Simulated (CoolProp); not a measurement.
Model: reference Helmholtz-energy equation of state, Leachman 2009, in CoolProp.

Task: Give the vapour pressure (MPa), enthalpy of vaporisation (kJ/kg), vapour Z of saturated normal hydrogen at 26.6 K.

Result: 
```
T (K)  p (MPa)  enthalpy of vaporisation (kJ/kg)  vapour Z
-----  -------  --------------------------------  --------
26.6     0.443                               385     0.752
```
